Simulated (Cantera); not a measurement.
# Moist CO burnout

An isothermal, constant-pressure homogeneous reactor starts with 0.207 % CO, 1.38 % O2, 0.0521 % H2O, 98.4 % N2, at 1100 K and 1.01 bar.

Cantera simulation using GRI-Mech 3.0 (53 species, 325 reactions); the numbers are that mechanism's predictions, not measurements.

| t (s) | x CO | x O2 | x H2O | x NO | x N2O | x OH |
|---|---|---|---|---|---|---|
| 5.00e-5 | 0.00207 | 0.0138 | 0.000521 | <1e-12 | <1e-12 | <1e-12 |
| 0.000210 | 0.00207 | 0.0138 | 0.000521 | <1e-12 | <1e-12 | <1e-12 |
| 0.000879 | 0.00207 | 0.0138 | 0.000521 | <1e-12 | <1e-12 | 4.84e-12 |
| 0.00368 | 0.00207 | 0.0138 | 0.000521 | <1e-12 | <1e-12 | 4.14e-11 |
| 0.0154 | 0.00207 | 0.0138 | 0.000521 | <1e-12 | 1.45e-11 | 6.07e-10 |
| 0.0647 | 0.00195 | 0.0137 | 0.000518 | 1.27e-10 | 4.23e-8 | 1.96e-6 |
| 0.271 | 0.000577 | 0.0130 | 0.000520 | 1.47e-8 | 5.77e-7 | 1.61e-6 |
| 1.14 | 5.58e-5 | 0.0128 | 0.000521 | 3.51e-8 | 8.69e-7 | 6.31e-7 |
| 4.77 | 1.76e-6 | 0.0128 | 0.000522 | 4.25e-8 | 8.39e-7 | 2.11e-7 |
| 20.0 | 1.33e-8 | 0.0128 | 0.000522 | 4.75e-8 | 4.91e-7 | 8.59e-8 |
x: mole fraction; the columns are a selection and need not sum to one.

Equilibrium at this temperature and pressure: CO 2.45e-11, O2 0.0127, H2O 0.000522, NO 2.35e-5, N2O 1.99e-9, OH 2.44e-8 (gas phase only).
